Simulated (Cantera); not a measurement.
An isothermal, constant-pressure homogeneous reactor starts with 18.4 % H2, 49.6 % O2, 31.8 % N2, 0.243 % H2O, equivalence ratio 0.18, at 1350 K and 645 Torr.

Cantera simulation using GRI-Mech 3.0 (53 species, 325 reactions); the numbers are that mechanism's predictions, not measurements. The temperature is held fixed by assumption; the heat of reaction is taken as removed at once.

x: mole fraction; the columns are a selection and need not sum to one.

```json
[
 {"t (s)": "2.00e-5", "x H2": "0.0128", "x O2": "0.424", "x O": "0.0262", "x NO2": "2.02e-9", "x N2O": "5.52e-8", "x NO": "2.30e-6", "x HO2": "0.000248"},
 {"t (s)": "5.80e-5", "x H2": "0.000862", "x O2": "0.443", "x O": "0.00166", "x NO2": "2.53e-8", "x N2O": "1.35e-7", "x NO": "3.07e-6", "x HO2": "8.68e-5"},
 {"t (s)": "0.000168", "x H2": "___", "x O2": "0.445", "x O": "___", "x NO2": "5.87e-8", "x N2O": "1.55e-7", "x NO": "3.04e-6", "x HO2": "___"},
 {"t (s)": "0.000489", "x H2": "1.03e-5", "x O2": "0.445", "x O": "2.78e-5", "x NO2": "6.36e-8", "x N2O": "1.62e-7", "x NO": "3.04e-6", "x HO2": "2.90e-6"},
 {"t (s)": "0.00142", "x H2": "1.66e-6", "x O2": "0.445", "x O": "6.48e-6", "x NO2": "4.85e-8", "x N2O": "1.65e-7", "x NO": "3.05e-6", "x HO2": "7.26e-7"},
 {"t (s)": "0.00411", "x H2": "3.98e-7", "x O2": "0.445", "x O": "1.85e-6", "x NO2": "3.20e-8", "x N2O": "1.66e-7", "x NO": "3.07e-6", "x HO2": "2.50e-7"},
 {"t (s)": "0.0119", "x H2": "1.31e-7", "x O2": "0.445", "x O": "6.33e-7", "x NO2": "2.71e-8", "x N2O": "1.61e-7", "x NO": "3.08e-6", "x HO2": "1.49e-7"},
 {"t (s)": "0.0346", "x H2": "7.31e-8", "x O2": "0.445", "x O": "3.35e-7", "x NO2": "3.44e-8", "x N2O": "1.43e-7", "x NO": "3.07e-6", "x HO2": "1.42e-7"},
 {"t (s)": "0.101", "x H2": "6.81e-8", "x O2": "0.445", "x O": "3.06e-7", "x NO2": "3.68e-8", "x N2O": "1.01e-7", "x NO": "3.07e-6", "x HO2": "1.43e-7"},
 {"t (s)": "0.292", "x H2": "6.80e-8", "x O2": "0.445", "x O": "3.06e-7", "x NO2": "3.68e-8", "x N2O": "4.48e-8", "x NO": "3.07e-6", "x HO2": "1.43e-7"},
 {"t (s)": "0.846", "x H2": "6.80e-8", "x O2": "0.445", "x O": "3.06e-7", "x NO2": "3.68e-8", "x N2O": "2.18e-8", "x NO": "3.07e-6", "x HO2": "1.43e-7"},
 {"t (s)": "2.46", "x H2": "6.80e-8", "x O2": "0.445", "x O": "3.06e-7", "x NO2": "3.68e-8", "x N2O": "2.11e-8", "x NO": "3.07e-6", "x HO2": "1.43e-7"},
 {"t (s)": "7.13", "x H2": "6.80e-8", "x O2": "0.445", "x O": "3.06e-7", "x NO2": "3.68e-8", "x N2O": "2.11e-8", "x NO": "3.07e-6", "x HO2": "1.43e-7"},
 {"t (s)": "20.7", "x H2": "6.80e-8", "x O2": "0.445", "x O": "3.06e-7", "x NO2": "3.69e-8", "x N2O": "2.11e-8", "x NO": "3.08e-6", "x HO2": "1.43e-7"},
 {"t (s)": "60.0", "x H2": "6.80e-8", "x O2": "0.445", "x O": "3.06e-7", "x NO2": "3.72e-8", "x N2O": "2.11e-8", "x NO": "3.10e-6", "x HO2": "1.43e-7"}
]
```

What belongs in the gaps?


- 0.000168, x H2: 8.81e-5
- 0.000168, x O: 0.000165
- 0.000168, x HO2: 1.51e-5
